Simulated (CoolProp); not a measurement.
A single-stage vapour-compression cycle with cyclohexane: evaporating at 296.15 K (dew point), condensing at 361.15 K (bubble point), superheat 0 K, subcooling 5 K, compressor efficiency 0.7, no pressure losses. Each further row changes one setting.

Model: reference Helmholtz-energy equation of state, Zhou 2014, in CoolProp.

```json
[
 {"case": "as stated", "cooling COP": "?", "pressure ratio": "10.6", "discharge temperature (K)": "371.5", "refrigerating effect (kJ/kg)": "274", "volumetric capacity (kJ/m³)": "112"},
 {"case": "evaporating temperature 301.15 K", "cooling COP": "2.93", "pressure ratio": "?", "discharge temperature (K)": "369.5", "refrigerating effect (kJ/kg)": "280", "volumetric capacity (kJ/m³)": "141"},
 {"case": "condensing temperature 356.15 K", "cooling COP": "2.90", "pressure ratio": "?", "discharge temperature (K)": "?", "refrigerating effect (kJ/kg)": "285", "volumetric capacity (kJ/m³)": "117"},
 {"case": "subcooling 10 K", "cooling COP": "2.71", "pressure ratio": "10.6", "discharge temperature (K)": "371.5", "refrigerating effect (kJ/kg)": "285", "volumetric capacity (kJ/m³)": "117"},
 {"case": "superheat 10 K", "cooling COP": "2.64", "pressure ratio": "10.6", "discharge temperature (K)": "381.2", "refrigerating effect (kJ/kg)": "287", "volumetric capacity (kJ/m³)": "?"},
 {"case": "compressor efficiency 0.6", "cooling COP": "2.23", "pressure ratio": "10.6", "discharge temperature (K)": "?", "refrigerating effect (kJ/kg)": "274", "volumetric capacity (kJ/m³)": "112"}
]
```

### Question
Some entries are withheld; supply them.

### Answer

- as stated, cooling COP: 2.61
- evaporating temperature 301.15 K, pressure ratio: 8.43
- condensing temperature 356.15 K, pressure ratio: 9.12
- condensing temperature 356.15 K, discharge temperature (K): 367.0
- superheat 10 K, volumetric capacity (kJ/m³): 114
- compressor efficiency 0.6, discharge temperature (K): 381.8
